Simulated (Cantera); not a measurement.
A Cantera script and what it prints.

```python
import numpy as np
import cantera as ct

gas_names = """
    CL CL2 H HCL H2 Si SiCL SiCL2 SiCL3 SiCL4 SiH SiHCL3 SiH2 SiH2CL2 SiH3 SiH3CL SiH4 Si2 Si3
""".split()
cond_names = """
    Si(cr) Si(L)
""".split()


# ... load() reads the species with a 1 bar reference pressure and builds the phases ...
atoms = {
    'SiH2Cl2': {'Si': 1, 'H': 2, 'CL': 2},
    'HCl': {'H': 1, 'CL': 1},
    'H2': {'H': 2},
}
top_T = {}  # K; cautious upper limits of use, not melting points


# ... equilibrate(T, P, feed) seeds the gas with the atoms and calls Mixture.equilibrate('TP', solver="vcs", rtol=1e-11, max_steps=5000) ...
results = []
feed = {'SiH2Cl2': 1, 'HCl': 0.25, 'H2': 29}  # mol
T = 1248.15  # K
P = 170000  # Pa
mix = equilibrate(T, P, feed)
results.append((T, P, feed, dict(zip(mix.species_names, mix.species_moles))))
print(gas.report(threshold=0.0001))
for i in range(1, mix.n_phases):
    print(f"{mix.phase(i).name:16s} {mix.phase_moles(i):12.5e} mol")
```

Output:

```
       temperature   1248.2 K
          pressure   1.7e+05 Pa
           density   0.081504 kg/m^3
  mean mol. weight   4.9755 kg/kmol
   phase of matter   gas

                          1 kg             1 kmol
                     ---------------   ---------------
          enthalpy        3.9103e+06        1.9456e+07  J
   internal energy        1.8246e+06         9.078e+06  J
           entropy             35365        1.7596e+05  J/K
    Gibbs function       -4.0231e+07       -2.0017e+08  J
 heat capacity c_p            6497.5             32328  J/K
 heat capacity c_v            4826.4             24013  J/K

                      mass frac. Y      mole frac. X     chem. pot. / RT
                     ---------------   ---------------   ---------------
               HCL           0.19039          0.025983           -36.884
                H2           0.38857           0.95898           -17.595
             SiCL2          0.035162         0.0017674           -60.319
             SiCL3          0.029291         0.0010841           -88.405
             SiCL4            0.1637         0.0047944           -116.49
            SiHCL3           0.16977         0.0062366           -97.202
           SiH2CL2          0.022381         0.0011025           -77.914
     [  +12 minor]        0.00073055        5.5551e-05

Si(cr)            5.35902e-01 mol
```

Method: chemical equilibrium by Gibbs-energy minimisation in Cantera with the NASA 1993 tables (ideal gas, pure condensed phases). The tables' values for SiCl3 are old estimates; treat these amounts as uncertain.
